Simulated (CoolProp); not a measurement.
R124 along the isotherm 446.7 K: fugacity coefficient from the reference equation and from simpler models built on Tc = 395.4 K, pc = 36.24 bar, ω = 0.288; each cubic takes its own stable root.

The numbers come from the reference Helmholtz-energy equation of state, de Vries 1995 in CoolProp.

```csv
p (bar),phase,reference,Redlich-Kwong,Peng-Robinson
27.9,gas,0.8336,0.8247,0.8181
55.8,supercritical,0.6818,0.6638,0.6631
83.6,supercritical,0.5574,0.5403,0.5468
112,supercritical,0.4781,0.4671,0.4730
139,supercritical,0.4322,0.4254,0.4293
167,supercritical,0.4018,0.3982,0.3998
195,supercritical,0.3823,0.3810,0.3802
223,supercritical,0.3699,0.3705,0.3672
251,supercritical,0.3626,0.3647,0.3589
279,supercritical,0.3589,0.3624,0.3542
307,supercritical,0.3582,0.3628,0.3521
335,supercritical,0.3599,0.3656,0.3522
362,supercritical,0.3634,0.3700,0.3540
```
